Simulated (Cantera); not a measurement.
Charge: 1 mol Al₂O₃, 0.017 mol N₂, at 2427 °C and 10000 Pa.

Equilibrium computed with Cantera from the NASA thermochemical tables; the gas is ideal and each condensed phase is pure. Candidate condensed phases: Al, AlN, Al₂O₃; 16 gas species. Equilibrium is a limit: real reactors are often held back by kinetics, nucleation or transport.

**Question.** What is the equilibrium state?

**Answer.** 
```
Item                                   Result
--------------------------------  -----------
x(N₂)                                   0.998
x(O)                                 0.000771
x(Al)                                0.000630
x(NO)                                0.000527
x(AlO)                               0.000364
x(Al₂O)                              0.000129
x(O₂)                                 4.55e-5
x(N)                                  5.14e-6
x(Al₂O₂)                              4.04e-6
n(Al₂O₃(l))                         1.000 mol
gas amount                        0.01704 mol
log10 activity of Al(l) (absent)        -4.01
```
